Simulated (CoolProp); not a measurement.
Vapour-liquid equilibrium of CF4 (R14) (1) + R13 (2) at 414 kPa; x and y are mole fractions of (1).

The numbers come from the multi-fluid Helmholtz-energy mixture model, Platzer 1990 and Platzer 1990; pair parameters Bell 2016 in CoolProp. This equation is an older, rougher fit; its heat capacities, sound speeds and derivatives of the liquid may be far off and weren't checked against measurements.

| x | bubble temperature, mixture model (K) | bubble temperature, Raoult's law (K) | y, mixture model | y, Raoult's law |
|---|---|---|---|---|
| 0.05 | 214.1 | 214.9 | 0.306 | 0.309 |
| 0.2 | 196.4 | 198.8 | 0.722 | 0.719 |
| 0.35 | 186.7 | 188.9 | 0.856 | 0.864 |
| 0.5 | 180.6 | 182.1 | 0.916 | 0.929 |
| 0.65 | 176.3 | 177.0 | 0.950 | 0.964 |
| 0.8 | 172.8 | 173.0 | 0.974 | 0.984 |
| 0.95 | 169.8 | 169.7 | 0.994 | 0.997 |

The largest gap from Raoult's law is -2.4 K in bubble temperature, at x = 0.2. No azeotrope shows between x = 0.05 and 0.95.

Pair parameters are fitted to limited data, so mixtures are less certain than the pure fluids.
